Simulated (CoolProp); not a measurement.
A simple Rankine cycle with R227EA: condensing at 309.15 K, boiler at 2.03 MPa, turbine inlet 362.2 K, turbine efficiency 0.8, pump efficiency 0.7, no recuperator. Each further row changes one setting.

Values from CoolProp's reference Helmholtz-energy equation of state, Lemmon 2016.

| case | thermal efficiency (%) | net work (kJ/kg) | heat in (kJ/kg) | turbine exit temperature (K) | volume ratio over the turbine |
|---|---|---|---|---|---|
| as stated | 7.8 | 10.4 | 133 | 328.0 | 4.06 |
| turbine inlet 382.2 K | 7.8 | 12.3 | ? | 352.5 | 3.68 |
| condensing temperature 301.15 K | 9.0 | 12.9 | ? | 323.2 | 5.18 |
| boiler pressure 1.42 MPa | ? | 8.51 | ? | 342.5 | 2.45 |
| turbine efficiency 0.7 | 6.7 | 8.96 | 133 | ? | 4.09 |

### Question
Some entries are withheld; supply them.

### Answer

- turbine inlet 382.2 K, heat in (kJ/kg): 158
- condensing temperature 301.15 K, heat in (kJ/kg): 143
- boiler pressure 1.42 MPa, thermal efficiency (%): 5.9
- boiler pressure 1.42 MPa, heat in (kJ/kg): 145
- turbine efficiency 0.7, turbine exit temperature (K): 329.6
